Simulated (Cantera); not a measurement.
A jet of 1.40 % H2, 6.53 % O2, 92.1 % N2 at 300 K and 3100 Pa hits a platinum plate 3.2 cm away at a mass flux of 0.025 kg/m²/s; the plate temperature is set and raised in steps from an oxygen-covered start.

Computed with Cantera and Deutschmann's 1995 Pt surface mechanism with GRI-Mech 3.0 gas chemistry. Catalytic surfaces can have several steady states; this one follows from the mechanism file's or the stated starting coverage.

One state of this run: wall x H2 = 0.000662; wall x O2 = 0.0515; wall x H2O = 0.0245; wall x OH = 1.22e-7; θ free Pt = 0.373; θ O* = 0.626; θ OH* = 0.000726. x: mole fraction at the wall; θ: surface coverage.

**Question.** Which value of plate T (K) does it belong to?
A) 750
B) 700
C) 850
D) 950

**Answer.** D, 950
